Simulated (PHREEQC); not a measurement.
Solution (20 °C): 3 mol MgCl2, 0.049 mol Na2SO4 and 0.00055 mol H4SiO4 per kg of water. It is in equilibrium with CO2 at log p = -3.4 (atm). Otherwise closed; pH follows from the charge balance.

Model: Pitzer model, pitzer.dat, run in PHREEQC.

No solid was allowed to form.

Q: Predict the pH, density.

A: pH 4.40; density 1.200 g/cm³.

Q: In which forms is C present?

A: CO2 81 %, HCO3- 19 % of the C.

The solution is supersaturated, for example in SiO2(a), so a real one may precipitate; this is no full list. In brines, pH and single-ion activities rest on the MacInnes convention.
